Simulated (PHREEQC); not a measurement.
Solution (85 °C): 5.5 mmol/kgw NH3, 0.14 mmol/kgw H3BO3 and 0.32 mmol/kgw K3PO4. Closed to the air; pH follows from the charge balance.

Equilibrium calculation in PHREEQC: ion-association model, phreeqc.dat.

- pH = 9.12
- ionic strength = 0.00150 mol/kgw
- total alkalinity = 6.14 meq/kg

```csv
species,molality,activity,log γ
NH3,0.00528,0.00528,0.000
K+,0.000959,0.000913,-0.021
OH-,0.000449,0.000427,-0.021
HPO4-2,0.000316,0.000261,-0.084
NH4+,0.000220,0.000210,-0.022
H2BO3-,9.34e-5,8.90e-5,-0.021
H3BO3,4.65e-5,4.66e-5,0.000
H2PO4-,2.50e-6,2.38e-6,-0.021
```

No solid was allowed to form. At this temperature some constants are extrapolated from 25 °C, and those without enthalpy data are left unchanged.
